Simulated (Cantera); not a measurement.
An isothermal, constant-pressure homogeneous reactor starts with 2.82 % H₂, 97.2 % O₂, equivalence ratio 0.015, at 925 K and 0.0133 bar.

Detailed kinetics in Cantera: the H2/O2 subset of GRI-Mech 3.0, which has no nitrogen chemistry. Radical loss at walls, strong at low pressure, is not modelled. Below about 950 K walls govern HO2 and H2O2 in real vessels.

x: mole fraction; the columns are a selection and need not sum to one.

```json
[
 {"t (s)": "0.000800", "x H₂": "0.0282", "x O₂": "0.972", "x O": "2.46e-11", "x HO₂": "2.40e-11", "x H": "1.78e-11", "x H₂O": "2.02e-11", "x OH": "1.32e-11"},
 {"t (s)": "0.00295", "x H₂": "0.0282", "x O₂": "0.972", "x O": "8.56e-10", "x HO₂": "1.22e-10", "x H": "4.07e-10", "x H₂O": "1.22e-9", "x OH": "3.65e-10"},
 {"t (s)": "0.0109", "x H₂": "0.0281", "x O₂": "0.972", "x O": "4.46e-5", "x HO₂": "1.66e-6", "x H": "2.11e-5", "x H₂O": "6.80e-5", "x OH": "…"},
 {"t (s)": "0.0400", "x H₂": "0.000322", "x O₂": "0.968", "x O": "0.00333", "x HO₂": "5.21e-6", "x H": "0.000707", "x H₂O": "0.0276", "x OH": "…"},
 {"t (s)": "0.147", "x H₂": "2.17e-5", "x O₂": "0.971", "x O": "0.000327", "x HO₂": "1.56e-6", "x H": "1.47e-5", "x H₂O": "0.0285", "x OH": "…"},
 {"t (s)": "0.543", "x H₂": "1.78e-6", "x O₂": "0.971", "x O": "2.77e-5", "x HO₂": "3.36e-7", "x H": "3.57e-7", "x H₂O": "0.0286", "x OH": "…"},
 {"t (s)": "2.00", "x H₂": "1.34e-7", "x O₂": "0.971", "x O": "2.78e-6", "x HO₂": "5.46e-8", "x H": "1.16e-8", "x H₂O": "0.0286", "x OH": "…"},
 {"t (s)": "7.37", "x H₂": "1.12e-8", "x O₂": "0.971", "x O": "3.96e-7", "x HO₂": "9.35e-9", "x H": "6.24e-10", "x H₂O": "0.0286", "x OH": "…"},
 {"t (s)": "27.1", "x H₂": "1.55e-9", "x O₂": "0.971", "x O": "7.51e-8", "x HO₂": "1.92e-9", "x H": "5.14e-11", "x H₂O": "0.0286", "x OH": "…"},
 {"t (s)": "100", "x H₂": "3.08e-10", "x O₂": "0.971", "x O": "1.68e-8", "x HO₂": "4.58e-10", "x H": "5.42e-12", "x H₂O": "0.0286", "x OH": "…"}
]
```

Problem. Complete the blanks.

Solution. 
- 0.0109, x OH: 1.89e-5
- 0.0400, x OH: 0.000429
- 0.147, x OH: 9.16e-5
- 0.543, x OH: 2.63e-5
- 2.00, x OH: 8.51e-6
- 7.37, x OH: 3.23e-6
- 27.1, x OH: 1.40e-6
- 100, x OH: 6.61e-7
